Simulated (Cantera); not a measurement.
## Si + Cl2 (silicon etching in halogen gases)

Feed: 1 mol Si, 8.3 mol Cl2, held at 1.20 Pa.

Cantera equilibrium calculation (NASA polynomials, part measured and part estimated; ideal gas, pure solids and liquids). Candidate condensed phases: Si; 9 gas species. The tables' values for SiCl3 are old estimates; treat these amounts as uncertain. Rates play no part.

```json
[
 {"T (°C)": "227", "x Cl": "3.86e-8", "x Cl2": "0.863", "x SiCl4": "0.137", "x SiCl2": "<1e-12", "x SiCl3": "<1e-12", "x SiCl": "<1e-12"},
 {"T (°C)": "327", "x Cl": "5.24e-6", "x Cl2": "0.863", "x SiCl4": "0.137", "x SiCl2": "<1e-12", "x SiCl3": "<1e-12", "x SiCl": "<1e-12"},
 {"T (°C)": "427", "x Cl": "0.000177", "x Cl2": "0.863", "x SiCl4": "0.137", "x SiCl2": "<1e-12", "x SiCl3": "<1e-12", "x SiCl": "<1e-12"},
 {"T (°C)": "527", "x Cl": "0.00250", "x Cl2": "0.861", "x SiCl4": "0.137", "x SiCl2": "<1e-12", "x SiCl3": "8.55e-12", "x SiCl": "<1e-12"},
 {"T (°C)": "627", "x Cl": "0.0196", "x Cl2": "0.845", "x SiCl4": "0.136", "x SiCl2": "<1e-12", "x SiCl3": "7.77e-10", "x SiCl": "<1e-12"},
 {"T (°C)": "727", "x Cl": "0.0985", "x Cl2": "0.771", "x SiCl4": "0.130", "x SiCl2": "<1e-12", "x SiCl3": "2.85e-8", "x SiCl": "<1e-12"},
 {"T (°C)": "827", "x Cl": "0.327", "x Cl2": "0.558", "x SiCl4": "0.115", "x SiCl2": "3.78e-11", "x SiCl3": "5.58e-7", "x SiCl": "<1e-12"},
 {"T (°C)": "927", "x Cl": "0.669", "x Cl2": "0.240", "x SiCl4": "0.0912", "x SiCl2": "5.84e-9", "x SiCl3": "7.79e-6", "x SiCl": "<1e-12"},
 {"T (°C)": "1027", "x Cl": "0.864", "x Cl2": "0.0582", "x SiCl4": "0.0777", "x SiCl2": "8.62e-7", "x SiCl3": "0.000106", "x SiCl": "<1e-12"},
 {"T (°C)": "1127", "x Cl": "0.913", "x Cl2": "0.0124", "x SiCl4": "0.0730", "x SiCl2": "9.28e-5", "x SiCl3": "0.00126", "x SiCl": "1.72e-11"},
 {"T (°C)": "1227", "x Cl": "0.925", "x Cl2": "0.00301", "x SiCl4": "0.0581", "x SiCl2": "0.00482", "x SiCl3": "0.00940", "x SiCl": "1.48e-8"},
 {"T (°C)": "1327", "x Cl": "0.932", "x Cl2": "0.000864", "x SiCl4": "0.0124", "x SiCl2": "0.0400", "x SiCl3": "0.0142", "x SiCl": "1.43e-6"}
]
```
x: gas mole fraction; nothing condenses.

From 227 °C to 1327 °C nothing is condensed. The main Si-bearing gas is SiCl4 at 227 °C and SiCl2 at 1327 °C.
